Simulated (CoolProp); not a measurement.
Model: reference Helmholtz-energy equation of state, Lemmon 2006, in CoolProp. It is a short technical equation, of lower accuracy than the large ones.

Q: For C3F8 (R218), give the phase and the Prandtl number at 335.5 K and 0.153 bar; 231.3 K and 1.45 bar; 339.5 K and 1.37 bar.

A: 
- 335.5 K and 0.153 bar: gas; Prandtl number 0.765
- 231.3 K and 1.45 bar: liquid; Prandtl number 7.22
- 339.5 K and 1.37 bar: gas; Prandtl number 0.767

Viscosity comes from a separate model (Huber 2003), an estimate that may be off by 10 % or more. Thermal conductivity comes from a separate model (Huber 2003), an estimate that may be off by 10 % or more.
